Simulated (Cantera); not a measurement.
Charge: 1 mol CH2F2, 0.037 mol HCl, 1.9 mol H2, held at 3125 °C and 1.00 bar.

Cantera equilibrium calculation (NASA polynomials, part measured and part estimated; ideal gas, pure solids and liquids). Candidate condensed phases: C, C6H6, C7H8, C8H18; 118 gas species. Equilibrium is a limit: real reactors are often held back by kinetics, nucleation or transport.

Base state: HF 0.429, H2 0.249, H 0.232, C2H2 (acetylene) 0.0429, C3 0.0130, C2H 0.0113, HCl 0.00495, F 0.00469 (mole fractions); condensed: C(graphite).

Q: What changes in the equilibrium state with this change: pressure from 1.00 bar to 0.00520 bar?

A: 
```
species             before    after
----------------  --------  -------
H                    0.232    0.628
HF                   0.429    0.151
F                  0.00469    0.117
H2                   0.249  0.00947
C2H2 (acetylene)    0.0429  6.14e-5
C                  0.00143   0.0533
C2H                 0.0113  0.00115
C2                 0.00142   0.0103
C3                  0.0130   0.0182
C6H2              0.000236    <1e-9
C4H2               0.00307  1.66e-7
C3H3 (propargyl)   1.65e-5    <1e-9
C(graphite), mol     0.212        0
```
